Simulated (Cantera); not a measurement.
# Silicon etching in halogen gases: Si + NF3 + H2

Feed: 1 mol Si, a varied amount of NF3, 19 mol H2, held at 1250 K and 1.33 mbar.

Cantera equilibrium calculation (NASA polynomials, part measured and part estimated; ideal gas, pure solids and liquids). Candidate condensed phases: Si, Si3N4; 37 gas species. The tables' values for SiF3, SiF2 are old estimates; treat these amounts as uncertain. Rates play no part.

```
n(NF3) (mol)  log p H2  log p HF  log p N2  log p SiF4  log p SiF3  log p SiHF3  log p SiF2  log p H  n Si3N4(s)
------------  --------  --------  --------  ----------  ----------  -----------  ----------  -------  ----------
0.98             -2.90     -5.49     -4.68       -4.35       -5.54        -6.00       -6.75    -7.77      0.0871
1.2              -2.91     -5.44     -4.46       -4.26       -5.52        -5.98       -6.78    -7.77      0.0323
1.5              -2.92     -4.49     -4.32       -4.20       -6.41        -6.88       -8.63    -7.78           0
1.8              -2.95     -4.06     -4.26       -4.21       -6.86        -7.34       -9.52    -7.79           0
2.2              -2.98     -3.81     -4.18       -4.23       -7.14        -7.64      -10.07    -7.80           0
2.7              -3.02     -3.63     -4.11       -4.24       -7.36        -7.88      -10.48    -7.82           0
3.4              -3.07     -3.48     -4.04       -4.27       -7.56        -8.11      -10.87    -7.85           0
4.2              -3.13     -3.36     -3.97       -4.30       -7.73        -8.31      -11.19    -7.88           0
5.1              -3.20     -3.27     -3.92       -4.33       -7.89        -8.50      -11.47    -7.92           0
6.3              -3.30     -3.19     -3.86       -4.36       -8.06        -8.72      -11.77    -7.96           0
7.8              -3.43     -3.11     -3.81       -4.40       -8.24        -8.97      -12.09    -8.03           0
```
log p: log10 of the partial pressure in bar; n: condensed amount in mol.

From 0.98 mol NF3 to 1.2 mol NF3 the condensed part is Si3N4(s). From 1.5 mol NF3 to 7.8 mol NF3 nothing is condensed. The main Si-bearing gas is SiF4 throughout.
